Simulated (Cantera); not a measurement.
What does this Cantera script print?

```python
import numpy as np
import cantera as ct

gas_names = [...]  # 150 gases of nasa_gas.yaml made of C, H, N, O, S
cond_names = """
    C(gr) C6H6(L) C7H8(L) C8H18(L),n-octa H2O(s) H2O(L) H2SO4(L) S(cr1) S(cr2) S(L)
""".split()


# ... load() reads the species with a 1 bar reference pressure and builds the phases ...
atoms = {
    'SO2': {'S': 1, 'O': 2},
    'H2O': {'H': 2, 'O': 1},
    'N2': {'N': 2},
    'CH4': {'C': 1, 'H': 4},
}
top_T = {'C(gr)': 4500}  # K; cautious upper limits of use, not melting points


# ... equilibrate(T, P, feed) seeds the gas with the atoms and calls Mixture.equilibrate('TP', solver="vcs", rtol=1e-11, max_steps=5000) ...
results = []
feed = {'SO2': 1, 'H2O': 9.3, 'N2': 0.39, 'CH4': 0.0039}  # mol
P = 13332.2  # Pa
for T in [2023, 2098, 2173, 2248, 2323, 2398, 2473]:
    mix = equilibrate(T, P, feed)
    results.append((T, P, feed, dict(zip(mix.species_names, mix.species_moles))))
    x = sorted(zip(gas.X, gas.species_names), reverse=True)
    print(f"T = {T:g} K  P = {P:g} Pa  gas = {mix.phase_moles(0):.4g} mol")
    print("   x: " + "  ".join(f"{s} {v:.3e}" for v, s in x if v > 1e-06))
    print("   condensed (mol): " + ("  ".join(f"{mix.phase(i).name} {mix.phase_moles(i):.4g}"
          for i in range(1, mix.n_phases) if mix.phase_moles(i) > 1e-12) or "none"))
```

Output:

```
T = 2023 K  P = 13332.2 Pa  gas = 10.78 mol
   x: H2O 8.492e-01  SO2 9.207e-02  N2 3.606e-02  H2 1.191e-02  O2 4.474e-03  OH 4.215e-03  SO 6.880e-04  H 5.677e-04  CO2 3.396e-04  NO 2.546e-04  O 1.459e-04  CO 2.223e-05  SO3 1.185e-05  S 1.694e-06  SH 1.375e-06
   condensed (mol): none
T = 2098 K  P = 13332.2 Pa  gas = 10.82 mol
   x: H2O 8.399e-01  SO2 9.134e-02  N2 3.586e-02  H2 1.669e-02  OH 6.501e-03  O2 6.491e-03  H 1.089e-03  SO 1.075e-03  NO 3.714e-04  CO2 3.283e-04  O 3.025e-04  CO 3.219e-05  SO3 1.162e-05  S 3.964e-06  SH 2.804e-06
   condensed (mol): none
T = 2173 K  P = 13332.2 Pa  gas = 10.87 mol
   x: H2O 8.273e-01  SO2 9.031e-02  N2 3.561e-02  H2 2.286e-02  OH 9.682e-03  O2 9.083e-03  H 1.998e-03  SO 1.631e-03  O 5.934e-04  NO 5.246e-04  CO2 3.137e-04  CO 4.500e-05  SO3 1.131e-05  S 8.804e-06  SH 5.478e-06  H2S 1.138e-06
   condensed (mol): none
T = 2248 K  P = 13332.2 Pa  gas = 10.95 mol
   x: H2O 8.108e-01  SO2 8.889e-02  N2 3.526e-02  H2 3.061e-02  OH 1.397e-02  O2 1.233e-02  H 3.520e-03  SO 2.405e-03  O 1.108e-03  NO 7.200e-04  CO2 2.955e-04  CO 6.068e-05  S 1.860e-05  SO3 1.093e-05  SH 1.025e-05  H2S 1.820e-06  HO2 1.423e-06
   condensed (mol): none
T = 2323 K  P = 13332.2 Pa  gas = 11.05 mol
   x: H2O 7.895e-01  SO2 8.698e-02  H2 4.006e-02  N2 3.481e-02  OH 1.956e-02  O2 1.627e-02  H 5.969e-03  SO 3.446e-03  O 1.981e-03  NO 9.626e-04  CO2 2.740e-04  CO 7.892e-05  S 3.747e-05  SH 1.841e-05  SO3 1.048e-05  H2S 2.817e-06  HO2 2.182e-06
   condensed (mol): none
T = 2398 K  P = 13332.2 Pa  gas = 11.18 mol
   x: H2O 7.627e-01  SO2 8.448e-02  H2 5.127e-02  N2 3.424e-02  OH 2.665e-02  O2 2.095e-02  H 9.770e-03  SO 4.805e-03  O 3.402e-03  NO 1.256e-03  CO2 2.496e-04  CO 9.907e-05  S 7.220e-05  SH 3.175e-05  SO3 9.948e-06  H2S 4.214e-06  HO2 3.225e-06
   condensed (mol): none
T = 2473 K  P = 13332.2 Pa  gas = 11.36 mol
   x: H2O 7.296e-01  SO2 8.128e-02  H2 6.416e-02  OH 3.533e-02  N2 3.352e-02  O2 2.634e-02  H 1.547e-02  SO 6.521e-03  O 5.630e-03  NO 1.601e-03  CO2 2.231e-04  S 1.334e-04  CO 1.201e-04  SH 5.263e-05  SO3 9.333e-06  H2S 6.091e-06  HO2 4.596e-06  S2 1.553e-06
   condensed (mol): none
```

These are equilibrium values from Cantera (NASA tables, ideal gas, pure condensed phases), not measurements of a reactor.
